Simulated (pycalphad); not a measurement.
**Phase fractions of C-10.05B (at.%)**

Computed with pycalphad from the COST 507 light-alloy database (1999), at 1 atm. The data set is of 1999 and partly superseded. Amounts are mole fractions of atoms. Diffusion is slow at the low end, where real alloys seldom reach equilibrium.

```tsv
T (K)	GRAPHITE	LIQUID	B4C
3300	0.852	0.148	-
3150	0.862	0.138	-
3000	0.871	0.129	-
2850	0.878	0.122	-
2700	0.885	0.115	-
2550	0.897	-	0.103
2400	0.892	-	0.108
2250	0.888	-	0.112
2100	0.885	-	0.115
1950	0.882	-	0.118
1800	0.879	-	0.121
1650	0.877	-	0.123
1500	0.876	-	0.124
1350	0.875	-	0.125
1200	0.875	-	0.125
1050	0.875	-	0.125
900	0.874	-	0.126
750	0.874	-	0.126
600	0.874	-	0.126
```

Database names, with the compositions (at.%) that they take in these runs: B4C: B 80 C 20.
